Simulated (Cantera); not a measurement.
Cantera run:

```python
import numpy as np
import cantera as ct

gas_names = """
    H HO2 H2 H2O H2O2 H2S H2SO4 K KH KO KOH K2 K2O2H2 K2SO4 O OH O2 O3 S SH SO SO2 SO3 S2 S2O S8
""".split()
cond_names = """
    H2O(s) H2O(L) H2SO4(L) K(cr) K(L) KOH(a) KOH(b) KOH(L) KO2(s) K2O(s) K2O2(s) K2S(1) K2S(2) K2S(3)
    K2S(L) K2SO4(a) K2SO4(b) K2SO4(L) S(cr1) S(cr2) S(L)
""".split()


def load(file, names, dense=False):
    # The tables refer to 1 bar. Condensed volumes are neglected.
    table = {s.name: s for s in ct.Species.list_from_file(file)}
    out = []
    for n in names:
        d = dict(table[n].input_data)
        d["thermo"] = dict(d["thermo"], **{"reference-pressure": 1e5})
        if dense:
            d["equation-of-state"] = {"model": "constant-volume", "density": "1e6 g/cm^3"}
        out.append(ct.Species.from_dict(d))
    return out


gas = ct.Solution(thermo="ideal-gas", species=load("nasa_gas.yaml", gas_names))
cond = {s.name: ct.Solution(thermo="fixed-stoichiometry", species=[s], name=s.name)
        for s in load("nasa_condensed.yaml", cond_names, dense=True)}
atoms = {
    'K2SO4': {'K': 2, 'S': 1, 'O': 4},
    'H2O': {'H': 2, 'O': 1},
    'H2': {'H': 2},
}
top_T = {'KO2(s)': 780, 'K2O(s)': 1000, 'K2O2(s)': 760}  # K; cautious upper limits of use, not melting points


def equilibrate(T, P, feed):
    n = {}
    for name, mol in feed.items():
        for a, k in atoms[name].items():
            n[a] = n.get(a, 0.0) + k * mol
    gas.TPX = T, P, n
    mass = sum(n.values()) * gas.mean_molecular_weight
    gas.equilibrate("TP")
    valid = [c for c in cond.values() if c.min_temp <= T <= top_T.get(c.name, c.max_temp)]
    mix = ct.Mixture([(gas, mass / gas.mean_molecular_weight)] + [(c, 0.0) for c in valid])
    mix.T, mix.P = T, P
    mix.equilibrate("TP", solver="vcs", rtol=1e-11, max_steps=5000)
    return mix


results = []
feed = {'K2SO4': 1, 'H2O': 0.06, 'H2': 0.33}  # mol
T = 1198  # K
for P in [10, 100, 1000, 10000, 100000, 1000000]:
    mix = equilibrate(T, P, feed)
    results.append((T, P, feed, dict(zip(mix.species_names, mix.species_moles))))
    x = sorted(zip(gas.X, gas.species_names), reverse=True)
    print(f"T = {T:g} K  P = {P:g} Pa  gas = {mix.phase_moles(0):.4g} mol")
    print("   x: " + "  ".join(f"{s} {v:.3e}" for v, s in x if v > 0.001))
    print("   condensed (mol): " + ("  ".join(f"{mix.phase(i).name} {mix.phase_moles(i):.4g}"
          for i in range(1, mix.n_phases) if mix.phase_moles(i) > 1e-12) or "none"))
```

Output:

```
T = 1198 K  P = 10 Pa  gas = 0.777 mol
   x: H2O 4.037e-01  K 2.640e-01  SO2 1.563e-01  KOH 1.122e-01  H2 4.091e-02  S2 1.470e-02  K2SO4 5.771e-03  H2S 1.123e-03  SO 1.017e-03
   condensed (mol): K2SO4(b) 0.8494
T = 1198 K  P = 100 Pa  gas = 0.4372 mol
   x: H2O 7.218e-01  H2 1.280e-01  KOH 6.276e-02  K 4.620e-02  SO2 1.564e-02  S2 1.382e-02  H2S 1.078e-02
   condensed (mol): K2S(3) 0.05037  K2SO4(b) 0.9256
T = 1198 K  P = 1000 Pa  gas = 0.3975 mol
   x: H2O 8.148e-01  H2 1.445e-01  KOH 2.276e-02  H2S 1.044e-02  K 4.986e-03  SO2 1.343e-03  S2 1.018e-03
   condensed (mol): K2S(3) 0.06298  K2SO4(b) 0.9315
T = 1198 K  P = 10000 Pa  gas = 0.3923 mol
   x: H2O 8.353e-01  H2 1.482e-01  KOH 1.027e-02  H2S 5.387e-03
   condensed (mol): K2S(3) 0.06579  K2SO4(b) 0.932
T = 1198 K  P = 100000 Pa  gas = 0.391 mol
   x: H2O 8.430e-01  H2 1.495e-01  KOH 4.807e-03  H2S 2.506e-03
   condensed (mol): K2S(3) 0.0669  K2SO4(b) 0.9321
T = 1198 K  P = 1e+06 Pa  gas = 0.3904 mol
   x: H2O 8.463e-01  H2 1.501e-01  KOH 2.189e-03  H2S 1.218e-03
   condensed (mol): K2S(3) 0.06737  K2SO4(b) 0.9322
```

These are equilibrium values from Cantera (NASA tables, ideal gas, pure condensed phases), not measurements of a reactor. Mutual solubility and eutectic melting of coexisting phases are not modelled. Gases not in the tables: S3 to S7.
